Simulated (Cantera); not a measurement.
Input: 1 mol SiO2, 9.6 mol H2, 48 mol N2, at 4.50 Torr.

Method: chemical equilibrium by Gibbs-energy minimisation in Cantera with the NASA 1993 tables (ideal gas, pure condensed phases). Candidate condensed phases: H2O, Si, SiO2, Si2N2O, Si3N4; 35 gas species. The tables hold silica as quartz up to 1696 K and as liquid above; real silica turns to tridymite and cristobalite and melts near 1996 K. Rates play no part. All values below are at 1748 K.

Base state: N2 0.829, H2 0.161, SiO 0.00454, H2O 0.00454, H 0.00118 (mole fractions); condensed: SiO2(condensed).

Task: What changes in the equilibrium state with this change: SiO2 replaced by CuO?

Result: 
| species | before | after |
|---|---|---|
| N2 | 0.829 | 0.819 |
| H2 | 0.161 | 0.146 |
| H2O | 0.00454 | 0.0170 |
| Cu | 0 | 0.0170 |
| SiO | 0.00454 | 0 |
| H | 0.00118 | 0.00113 |
| SiO2(condensed), mol | 0.737 | 0 |
Further candidate phases: Cu, CuO, Cu(OH)2, Cu2O.
